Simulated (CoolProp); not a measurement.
Vapour-liquid equilibrium of R22 (1) + R123 (2) at 2.58 bar; x and y are mole fractions of (1).

The numbers come from the multi-fluid Helmholtz-energy mixture model, Kamei 1995 and Younglove 1994; pair parameters Bell 2016 in CoolProp.

Q: Give the bubble temperature and the first vapour's composition at x = 0.05, 0.35, 0.95. Is there an azeotrope?

A: x = 0.05: 320.0 K, y = 0.273; x = 0.35: 282.3 K, y = 0.866; x = 0.95: 255.8 K, y = 0.996. No azeotrope shows between x = 0.05 and 0.95.

Pair parameters are fitted to limited data, so mixtures are less certain than the pure fluids.
